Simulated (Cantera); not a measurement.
Input: 1 mol SiH2Cl2, 8.7 mol O2, at 1750 K and 6000 Pa.

Equilibrium computed with Cantera from the NASA thermochemical tables; the gas is ideal and each condensed phase is pure. The tables hold silica as quartz up to 1696 K and as liquid above; real silica turns to tridymite and cristobalite and melts near 1996 K. Equilibrium is a limit: real reactors are often held back by kinetics, nucleation or transport.

| species | before | after |
|---|---|---|
| O2 | 0.770 | 0.773 |
| HCl | 0.147 | 0.151 |
| Cl | 0.0515 | 0.0446 |
| H2O | 0.0281 | 0.0265 |
| Cl2 | 0.00259 | 0.00432 |
| HOCl | 1.20e-5 | 1.84e-5 |
| O | 0.000268 | 0.000180 |
| ClO | 0.000207 | 0.000267 |
| OH | 0.000749 | 0.000596 |
| SiO2(condensed), mol | 1.00 | 1.00 |
Gas species are given as mole fractions.

Problem. Which change was made?
A. temperature from 1750 K to 1375 K
B. pressure from 6000 Pa to 2300 Pa
C. temperature from 1750 K to 1325 K
D. pressure from 6000 Pa to 13300 Pa

Solution. D, pressure from 6000 Pa to 13300 Pa
